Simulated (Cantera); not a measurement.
**SiH4 + Cl2 + N2 (silicon epitaxy and polysilicon growth)**

Charge: 1 mol SiH4, 0.63 mol Cl2, 60 mol N2, equilibrated at 0.00133 bar.

Cantera equilibrium calculation (NASA polynomials, part measured and part estimated; ideal gas, pure solids and liquids). Candidate condensed phases: NH4Cl, Si, Si3N4; 28 gas species. N2 is the only nitrogen source here; it is nearly inert below about 1500 K, so the nitride shown seldom forms there in practice. The tables' values for SiCl, SiN, SiCl3 are old estimates; treat these amounts as uncertain. Kinetics and transport are ignored.

From 898 K to 1648 K the condensed part is Si3N4(s). At 1798 K the condensed part is Si(l). The main Si-bearing gas is SiCl4 at 898 K and SiCl2 at 1798 K.

| T (K) | x N2 | x H2 | x HCl | x SiCl2 | x Si | n Si3N4(s) | n Si(l) |
|---|---|---|---|---|---|---|---|
| 898 | 0.958 | 0.0221 | 0.0203 | 4.57e-9 | <1e-12 | 0.333 | 0 |
| 1048 | 0.958 | 0.0221 | 0.0203 | 7.46e-7 | <1e-12 | 0.333 | 0 |
| 1198 | 0.958 | 0.0222 | 0.0202 | 3.31e-5 | <1e-12 | 0.332 | 0 |
| 1348 | 0.958 | 0.0227 | 0.0192 | 0.000546 | 1.70e-9 | 0.322 | 0 |
| 1498 | 0.958 | 0.0250 | 0.0144 | 0.00289 | 8.16e-7 | 0.273 | 0 |
| 1648 | 0.957 | 0.0277 | 0.00838 | 0.00584 | 0.000125 | 0.208 | 0 |
| 1798 | 0.955 | 0.0274 | 0.00730 | 0.00604 | 0.00231 | 0 | 0.441 |
x: gas mole fraction; n: condensed amount in mol.
